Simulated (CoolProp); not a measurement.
Vapour-liquid equilibrium of toluene (1) + n-dodecane (2) at 509.8 K; x and y are mole fractions of (1).

Model: multi-fluid Helmholtz-energy mixture model, Lemmon 2006 and Lemmon 2004; pair parameters Bell 2016, in CoolProp.

| x | bubble pressure, mixture model (bar) | bubble pressure, Raoult's law (bar) | y, mixture model | y, Raoult's law |
|---|---|---|---|---|
| 0.05 | 1.984 | 2.211 | 0.213 | 0.310 |
| 0.2 | 3.333 | 4.026 | 0.581 | 0.681 |
| 0.35 | 4.931 | 5.840 | 0.757 | 0.821 |
| 0.5 | 6.701 | 7.655 | 0.853 | 0.895 |
| 0.65 | 8.613 | 9.469 | 0.914 | 0.941 |
| 0.8 | 10.68 | 11.28 | 0.957 | 0.972 |
| 0.95 | 12.92 | 13.10 | 0.990 | 0.994 |

The largest gap from Raoult's law is -17.2 % in bubble pressure, at x = 0.2. No azeotrope shows between x = 0.05 and 0.95.

The pair parameters rest on a limited set of measurements; away from them the model extrapolates.
